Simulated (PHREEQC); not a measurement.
Consider water at 25 °C with 1 mol/kgw NaOH, 0.026 mol/kgw BaCl2 and 4.1e-05 mol/kgw H4SiO4. Closed to the air; pH follows from the charge balance.

All values are PHREEQC results (Pitzer model, pitzer.dat), not measurements.

Each row changes one thing in this solution. This is a speciation only: nothing precipitates in the calculation.

```json
[
 {"case": "as made", "pH": "13.83", "H3SiO4- (mol/kgw)": "6.83e-7", "SI of SiO2(a) (SiO2)": "-7.80"},
 {"case": "H4SiO4 replaced by K2SiO3 at the same molality", "pH": "13.83", "H3SiO4- (mol/kgw)": "6.83e-7", "SI of SiO2(a) (SiO2)": "-7.80"},
 {"case": "BaCl2 left out", "pH": "13.84", "H3SiO4- (mol/kgw)": "7.22e-7", "SI of SiO2(a) (SiO2)": "-7.77"},
 {"case": "NaOH left out", "pH": "6.89", "H3SiO4- (mol/kgw)": "6.28e-8", "SI of SiO2(a) (SiO2)": "-1.73"},
 {"case": "H4SiO4 from 4.1e-05 to 4.1e-06 mol/kgw", "pH": "13.83", "H3SiO4- (mol/kgw)": "6.83e-8", "SI of SiO2(a) (SiO2)": "-8.80"},
 {"case": "diluted 100-fold with water", "pH": "11.95", "H3SiO4- (mol/kgw)": "3.75e-7", "SI of SiO2(a) (SiO2)": "-5.93"}
]
```

Complexes and solids missing from the database can't appear. In brines, pH and single-ion activities rest on the MacInnes convention.
